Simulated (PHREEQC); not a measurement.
A solution holds 0.9 mmol/kgw Na2CO3 and 0.83 mmol/kgw KCl, at 45 °C. Closed to the air; pH follows from the charge balance.

Computed with PHREEQC (ion-association model, wateq4f.dat).

Q: The ionic strength comes out as 0.00301 mol/kgw. What activity coefficients do Na+, NaCO3-, HCO3-, K+, CO3-2 get?

A: Na+ 0.94, NaCO3- 0.94, HCO3- 0.94, K+ 0.94, CO3-2 0.78.

This is a speciation only: nothing precipitates in the calculation. Species that the database lacks are ignored. Constants without temperature data keep their 25 °C values here.
